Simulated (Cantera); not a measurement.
Gas mixture: C2H6 : CO : CH3OH : CH4 = 0.085 : 0.89 : 0.93 : 0.81 (molar parts), at 0.00110 bar, frozen composition.

Cantera's kinetic-theory transport with the Lennard-Jones parameters of GRI-Mech 3.0, ideal gas; thermal conductivity in the multicomponent form. Polar gases are described roughly by these parameters. The composition is frozen, though it would react at the higher temperatures.

One state of this run: ρ (kg/m³) = 0.000208; cp (J/kg/K) = 3152; μ (µPa s) = 47.5; λ (mW/m/K) = 205; Pr = 0.729; D (cm²/s) O = 5000; D (cm²/s) OH = 4910; D (cm²/s) H2O = 4210. D: mixture-averaged diffusion coefficient of that species in the mixture.

Q: Which value of T (K) does it belong to?
A) 650
B) 900
C) 1650
D) 1900

A: C, 1650
